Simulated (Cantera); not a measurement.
A closed system holds: 1 mol BCl₃, a varied amount of N₂, held at 0.140 bar.

Method: chemical equilibrium by Gibbs-energy minimisation in Cantera with the NASA 1993 tables (ideal gas, pure condensed phases). Candidate condensed phases: B, BN; 10 gas species. N₂ is the only nitrogen source here; it is nearly inert below about 1500 K, so the nitride shown seldom forms there in practice. The tables' values for BCl₂ are old estimates. Equilibrium is a limit: real reactors are often held back by kinetics, nucleation or transport.

Stable condensed phases, one row left out:

```
T in °C \ n(N₂) in mol
         0.25 0.34 0.47 0.64 0.88  1.2  1.7  2.3  3.1  4.3  5.8    8   11
   1077     A    A    A    A    A    A    A    A    A    B    B    B    B
   1052     A    A    A    A    A    A    A    A    A    A    B    B    B
   1002     A    A    A    A    A    A    A    A    A    A    A    A    A
    977     A    A    A    A    A    A    A    A    A    A    A    A    A
    952     A    A    A    A    A    A    A    A    A    A    A    A    A
    927     A    A    A    A    A    A    A    A    A    A    A    A    A
    902     A    A    A    A    A    A    A    A    A    A    A    A    A
    877     A    A    A    A    A    A    A    A    A    A    A    A    A
    852     A    A    A    A    A    A    A    A    A    A    A    A    A
    827     A    A    A    A    A    A    A    A    A    A    A    A    A
    802     A    A    A    A    A    A    A    A    A    A    A    A    A
```

A: gas only; B: BN.

**Question.** Give the row for 1027 °C.

**Answer.** 0.25: gas only; 0.34: gas only; 0.47: gas only; 0.64: gas only; 0.88: gas only; 1.2: gas only; 1.7: gas only; 2.3: gas only; 3.1: gas only; 4.3: gas only; 5.8: gas only; 8: gas only; 11: BN.
